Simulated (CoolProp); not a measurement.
Vapour-liquid equilibrium of CHF3 (R23) (1) + CH2F2 (R32) (2) at 234.2 K; x and y are mole fractions of (1).

Computed with CoolProp (multi-fluid Helmholtz-energy mixture model, Penoncello 2003 and Tillner-Roth 1997; pair parameters Bell 2016).

| x | bubble pressure, mixture model (MPa) | bubble pressure, Raoult's law (MPa) | y, mixture model | y, Raoult's law |
|---|---|---|---|---|
| 0.05 | 0.2129 | 0.2134 | 0.162 | 0.172 |
| 0.125 | 0.2535 | 0.2546 | 0.343 | 0.361 |
| 0.2 | 0.2942 | 0.2957 | 0.475 | 0.497 |
| 0.275 | 0.3350 | 0.3368 | 0.576 | 0.600 |
| 0.35 | 0.3757 | 0.3780 | 0.655 | 0.680 |
| 0.425 | 0.4164 | 0.4191 | 0.720 | 0.745 |
| 0.5 | 0.4570 | 0.4602 | 0.774 | 0.798 |
| 0.575 | 0.4977 | 0.5014 | 0.820 | 0.842 |
| 0.65 | 0.5384 | 0.5425 | 0.860 | 0.880 |
| 0.725 | 0.5793 | 0.5836 | 0.895 | 0.912 |
| 0.8 | 0.6206 | 0.6248 | 0.927 | 0.940 |
| 0.875 | 0.6626 | 0.6659 | 0.956 | 0.965 |
| 0.95 | 0.7053 | 0.7070 | 0.983 | 0.987 |

The largest gap from Raoult's law is -0.8 % in bubble pressure, at x = 0.65. No azeotrope shows between x = 0.05 and 0.95.

The pair parameters rest on a limited set of measurements; away from them the model extrapolates.
